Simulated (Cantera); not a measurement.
What does this Cantera script print?

```python
import numpy as np
import cantera as ct

gas_names = [...]  # 136 gases of nasa_gas.yaml made of C, H, N, O
cond_names = """
    C(gr) C6H6(L) C7H8(L) C8H18(L),n-octa H2O(s) H2O(L)
""".split()


# ... load() reads the species with a 1 bar reference pressure and builds the phases ...
atoms = {
    'C2H6': {'C': 2, 'H': 6},
    'CO2': {'C': 1, 'O': 2},
    'N2': {'N': 2},
}
top_T = {'C(gr)': 4500}  # K; cautious upper limits of use, not melting points


# ... equilibrate(T, P, feed) seeds the gas with the atoms and calls Mixture.equilibrate('TP', solver="vcs", rtol=1e-11, max_steps=5000) ...
results = []
feed = {'C2H6': 1, 'CO2': 0.076, 'N2': 8}  # mol
P = 13332.2  # Pa
for T in [1275, 1425, 1575, 1725, 1875, 2025, 2175, 2325, 2475, 2625, 2775]:
    mix = equilibrate(T, P, feed)
    results.append((T, P, feed, dict(zip(mix.species_names, mix.species_moles))))

top = {s: max(r[3][s] / sum(r[3][g] for g in gas_names) for r in results) for s in gas_names}
cols = sorted((s for s in top if top[s] > 0.001), key=lambda s: -top[s])[:8]
seen = [c for c in cond_names if any(r[3].get(c, 0) > 1e-12 for r in results)]
print("log10 of partial pressures in bar; condensed amounts in mol")
print(f"{'T/K':>10s}" + "".join(f"{s[:9]:>10s}" for s in cols + seen))
for T, P, feed, n in results:
    ng = sum(n[g] for g in gas_names)
    print(f"{T:10.4g}" + "".join(f"{np.log10(max(n[s] / ng * P / 1e5, 1e-99)):10.3f}" for s in cols)
          + "".join(f"{n.get(c, 0):10.4g}" for c in seen))
```

Result:

```
log10 of partial pressures in bar; condensed amounts in mol
       T/K        N2        H2         H       HCN        CO       HNC C2H2,acet        CN     C(gr)
      1275    -1.019    -1.446    -6.855    -5.021    -2.741    -7.167    -7.861   -13.240     1.922
      1425    -1.019    -1.446    -5.889    -4.450    -2.741    -6.334    -6.898   -11.352     1.921
      1575    -1.020    -1.446    -5.104    -3.990    -2.741    -5.662    -6.122    -9.826     1.915
      1725    -1.020    -1.447    -4.455    -3.611    -2.741    -5.108    -5.483    -8.569     1.902
      1875    -1.021    -1.450    -3.908    -3.295    -2.741    -4.645    -4.949    -7.515     1.878
      2025    -1.022    -1.455    -3.443    -3.028    -2.741    -4.254    -4.498    -6.619     1.835
      2175    -1.025    -1.464    -3.043    -2.801    -2.742    -3.920    -4.115    -5.849     1.768
      2325    -1.029    -1.480    -2.699    -2.609    -2.744    -3.635    -3.791    -5.181     1.669
      2475    -1.035    -1.508    -2.402    -2.449    -2.747    -3.393    -3.520    -4.596     1.532
      2625    -1.044    -1.551    -2.148    -2.319    -2.753    -3.191    -3.300    -4.080     1.355
      2775    -1.057    -1.617    -1.934    -2.218    -2.761    -3.026    -3.130    -3.623     1.137
```

Equilibrium computed with Cantera from the NASA thermochemical tables; the gas is ideal and each condensed phase is pure.
